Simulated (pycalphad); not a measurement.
An equivalent pycalphad script:

```python
from pycalphad import Database, equilibrium, calculate, variables as v
import numpy as np
db = Database('COST507.tdb')
comps = ['SN', 'SI', 'VA']
phases = ['BCT_A5', 'DIAMOND_A4', 'LIQUID']
eq = equilibrium(db, comps, phases, {v.X('SI'): 0.354, v.T: np.arange(2350, 499, -50), v.P: 101325, v.N: 1}, output=['HM', 'SM'])
```

CALPHAD calculation (pycalphad, COST 507 light-alloy database (1999)), 1 atm. These are 1990s assessments: newer ones move some temperatures and phases. Amounts are mole fractions of atoms.

Results at three of the temperatures:

```
T = 1500.00 K, P = 101325 Pa, N = 1 mol of atoms
G = -102231 J/mol, H = 46585 J/mol, S = 99.21 J/(mol K)  (SER reference)
chemical potentials (J/mol): Sn -127035, Si -56966
phase             fraction      x(Sn)      x(Si)
LIQUID              0.7716     0.8372     0.1628
DIAMOND_A4          0.2284   2.83e-07     1.0000
```

```
T = 1300.00 K, P = 101325 Pa, N = 1 mol of atoms
G = -83422 J/mol, H = 33820 J/mol, S = 90.19 J/(mol K)  (SER reference)
chemical potentials (J/mol): Sn -104106, Si -45678
phase             fraction      x(Sn)      x(Si)
LIQUID              0.6709     0.9628     0.0372
DIAMOND_A4          0.3291    3.6e-07     1.0000
```

```
T = 1000.00 K, P = 101325 Pa, N = 1 mol of atoms
G = -57697 J/mol, H = 23722 J/mol, S = 81.42 J/(mol K)  (SER reference)
chemical potentials (J/mol): Sn -72666, Si -30382
phase             fraction      x(Sn)      x(Si)
LIQUID              0.6483     0.9965     0.0035
DIAMOND_A4          0.3517   4.36e-07     1.0000
```

Changes of the phase set, refined by bisection:

| T (K) | phases above | phases below |
|---|---|---|
| 1581.8 | LIQUID | DIAMOND_A4 + LIQUID |
| 505.0 | DIAMOND_A4 + LIQUID | BCT_A5 + DIAMOND_A4 |

DIAMOND_A4 is diamond (Si); BCT_A5 is bct (Sn).
